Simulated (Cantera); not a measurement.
An isothermal, constant-pressure homogeneous reactor starts with 17.3 % H2, 12.3 % O2, 70.4 % N2, equivalence ratio 0.70, at 1100 K and 0.830 bar.

Detailed kinetics in Cantera: GRI-Mech 3.0 (53 species, 325 reactions). The temperature is held fixed by assumption; the heat of reaction is taken as removed at once.

x: mole fraction; the columns are a selection and need not sum to one.

```tsv
t (s)	x H2	x O2	x H2O	x NO	x H	x N2O	x H2O2
0.000200	0.0172	0.0488	0.166	2.09e-6	0.00570	[?]	8.96e-6
0.000717	0.00176	0.0413	0.187	2.20e-6	2.96e-5	[?]	3.95e-6
0.00257	0.000615	0.0408	0.188	1.99e-6	1.99e-6	6.14e-8	2.25e-6
0.00921	0.000232	0.0406	0.189	1.58e-6	2.58e-7	6.39e-8	6.35e-7
0.0330	6.08e-5	0.0406	0.189	1.16e-6	2.80e-8	6.53e-8	7.11e-8
0.118	8.32e-6	0.0405	0.189	1.07e-6	1.77e-9	6.55e-8	3.67e-9
0.424	3.35e-7	0.0405	0.189	1.55e-6	3.69e-11	6.45e-8	2.99e-10
1.52	7.12e-9	0.0405	0.189	2.00e-6	1.97e-12	6.07e-8	9.32e-11
5.45	1.44e-9	0.0405	0.189	2.21e-6	<1e-12	[?]	2.41e-10
19.5	1.37e-9	0.0405	0.189	2.22e-6	1.06e-12	[?]	3.17e-10
70.0	1.37e-9	0.0405	0.189	2.22e-6	1.06e-12	[?]	3.14e-10
```

Question: Fill in the missing entries.

Answer: 
- 0.000200, x N2O: 3.28e-8
- 0.000717, x N2O: 5.61e-8
- 5.45, x N2O: 4.87e-8
- 19.5, x N2O: 2.30e-8
- 70.0, x N2O: 3.64e-9
